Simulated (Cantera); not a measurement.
A freely propagating, adiabatic, planar premixed flame of 10.2 % CH4, 2.87 % H2, 18.2 % O2, 68.7 % N2, unburnt at 348 K and 600000 Pa; multicomponent transport, grid criteria slope 0.08 and curve 0.16, no radiation.

Computed with Cantera and GRI-Mech 3.0 (53 species, 325 reactions). Burning velocities carry a grid error of a few per cent, more on coarse grids.

x: mole fraction of selected species; z is measured from the peak of heat release.

```csv
z (mm),T (K),u (m/s),x CH4,x H2,x O2,x NO2,x CH2O,x N2O
-0.424,349,0.216,0.102,0.0288,0.182,<1e-8,1.30e-7,<1e-8
-0.283,353,0.219,0.102,0.0291,0.182,2.05e-8,1.60e-6,<1e-8
-0.212,376,0.234,0.101,0.0295,0.180,1.51e-7,1.38e-5,<1e-8
-0.141,526,0.328,0.0932,0.0303,0.170,1.43e-6,0.000175,<1e-8
-0.0707,1095,0.692,0.0597,0.0315,0.120,3.01e-6,0.00116,4.19e-8
-0.0353,1538,0.980,0.0306,0.0321,0.0738,6.71e-7,0.00111,8.78e-8
0,1926,1.23,0.00650,0.0312,0.0274,4.04e-8,0.000335,1.18e-7
0.0353,2080,1.33,0.000500,0.0287,0.00654,1.07e-8,5.22e-5,9.58e-8
0.0707,2120,1.35,___,0.0281,___,<1e-8,___,___
0.141,2150,1.37,___,0.0285,___,<1e-8,___,___
0.283,2171,1.38,<1e-8,0.0287,0.000130,<1e-8,<1e-8,3.07e-8
0.566,2183,1.39,<1e-8,0.0288,3.80e-5,<1e-8,<1e-8,1.76e-8
1.13,2188,1.39,<1e-8,0.0288,1.41e-5,<1e-8,<1e-8,1.16e-8
```

What belongs in the gaps?


- 0.0707, x CH4: 3.36e-5
- 0.0707, x O2: 0.00175
- 0.0707, x CH2O: 4.52e-6
- 0.0707, x N2O: 7.45e-8
- 0.141, x CH4: 4.73e-7
- 0.141, x O2: 0.000411
- 0.141, x CH2O: 6.38e-8
- 0.141, x N2O: 5.06e-8
